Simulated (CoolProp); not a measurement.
The numbers come from the reference Helmholtz-energy equation of state, Guder 2009 in CoolProp.

For sulfur hexafluoride, give the phase and the cp (kJ/(kg K)), Joule-Thomson coefficient (K/MPa) at -19.85 °C and 0.0178 MPa; -19.85 °C and 2.61 MPa.


- -19.85 °C and 0.0178 MPa: gas; cp 0.586, Joule-Thomson coefficient 14.9
- -19.85 °C and 2.61 MPa: liquid; cp 0.923, Joule-Thomson coefficient -0.0960
